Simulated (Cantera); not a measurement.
What does this Cantera script print?

```python
import numpy as np
import cantera as ct

gas_names = """
    H HO2 H2 H2O H2O2 O OH O2 O3 Si SiH SiH2 SiH3 SiH4 SiO SiO2 Si2 Si3
""".split()
cond_names = """
    H2O(s) H2O(L) Si(cr) Si(L) SiO2(Lqz) SiO2(hqz) SiO2(L)
""".split()


def load(file, names, dense=False):
    # The tables refer to 1 bar. Condensed volumes are neglected.
    table = {s.name: s for s in ct.Species.list_from_file(file)}
    out = []
    for n in names:
        d = dict(table[n].input_data)
        d["thermo"] = dict(d["thermo"], **{"reference-pressure": 1e5})
        if dense:
            d["equation-of-state"] = {"model": "constant-volume", "density": "1e6 g/cm^3"}
        out.append(ct.Species.from_dict(d))
    return out


gas = ct.Solution(thermo="ideal-gas", species=load("nasa_gas.yaml", gas_names))
cond = {s.name: ct.Solution(thermo="fixed-stoichiometry", species=[s], name=s.name)
        for s in load("nasa_condensed.yaml", cond_names, dense=True)}
atoms = {
    'SiH4': {'Si': 1, 'H': 4},
    'O3': {'O': 3},
}
top_T = {}  # K; cautious upper limits of use, not melting points


def equilibrate(T, P, feed):
    n = {}
    for name, mol in feed.items():
        for a, k in atoms[name].items():
            n[a] = n.get(a, 0.0) + k * mol
    gas.TPX = T, P, n
    mass = sum(n.values()) * gas.mean_molecular_weight
    gas.equilibrate("TP")
    valid = [c for c in cond.values() if c.min_temp <= T <= top_T.get(c.name, c.max_temp)]
    mix = ct.Mixture([(gas, mass / gas.mean_molecular_weight)] + [(c, 0.0) for c in valid])
    mix.T, mix.P = T, P
    mix.equilibrate("TP", solver="vcs", rtol=1e-11, max_steps=5000)
    return mix


results = []
feed = {'SiH4': 1, 'O3': 1.5}  # mol
T = 1000  # K
P = 65  # Pa
mix = equilibrate(T, P, feed)
results.append((T, P, feed, dict(zip(mix.species_names, mix.species_moles))))
print(gas.report(threshold=1e-06))
for i in range(1, mix.n_phases):
    print(f"{mix.phase(i).name:16s} {mix.phase_moles(i):12.5e} mol")
```

It prints:

```
       temperature   1000 K
          pressure   65 Pa
           density   0.00015298 kg/m^3
  mean mol. weight   19.569 kg/kmol
   phase of matter   gas

                          1 kg             1 kmol
                     ---------------   ---------------
          enthalpy       -9.6746e+06       -1.8932e+08  J
   internal energy       -1.0099e+07       -1.9763e+08  J
           entropy             15221        2.9786e+05  J/K
    Gibbs function       -2.4896e+07       -4.8718e+08  J
 heat capacity c_p            2073.8             40582  J/K
 heat capacity c_v              1649             32268  J/K

                      mass frac. Y      mole frac. X     chem. pot. / RT
                     ---------------   ---------------   ---------------
               H2O           0.81831           0.88889           -61.405
                OH        1.5909e-06        1.8306e-06           -39.728
                O2           0.18168           0.11111           -36.101
     [  +15 minor]        3.1273e-09        1.1503e-08

Si(cr)            0.00000e+00 mol
SiO2(hqz)         1.00000e+00 mol
```

Cantera equilibrium calculation (NASA polynomials, part measured and part estimated; ideal gas, pure solids and liquids).
